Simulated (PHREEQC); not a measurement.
Make-up at 65 °C: 0.99 mmol/kgw CuCl2, 9.4 mmol/kgw HCl and 5.1 mmol/kgw FeCl3. Closed to the air; pH follows from the charge balance.

The numbers come from PHREEQC with the ion-association model, wateq4f.dat.

| Quantity | Result |
|---|---|
| pH | 1.96 |
| ionic strength | 0.0339 mol/kgw |
| total alkalinity | -19.6 meq/kg |

| species | molality | activity | log γ |
|---|---|---|---|
| Cl- | 0.0255 | 0.0210 | -0.083 |
| H+ | 0.0126 | 0.0109 | -0.065 |
| FeOH+2 | 0.00251 | 0.00123 | -0.311 |
| FeCl+2 | 0.00103 | 0.000503 | -0.311 |
| Fe+3 | 0.00100 | 0.000259 | -0.588 |
| Cu+2 | 0.000827 | 0.000418 | -0.297 |
| Fe2(OH)2+4 | 0.000182 | 9.46e-6 | -1.284 |
| Fe(OH)2+ | 0.000170 | 0.000143 | -0.076 |

Precipitation was switched off in this run. Examples of supersaturated solids here: Hematite (slow to form), Goethite (slow to form). Others may be too. Species that the database lacks are ignored. Away from 25 °C the constants follow the database's enthalpies or fits; those with neither stay at their 25 °C values.
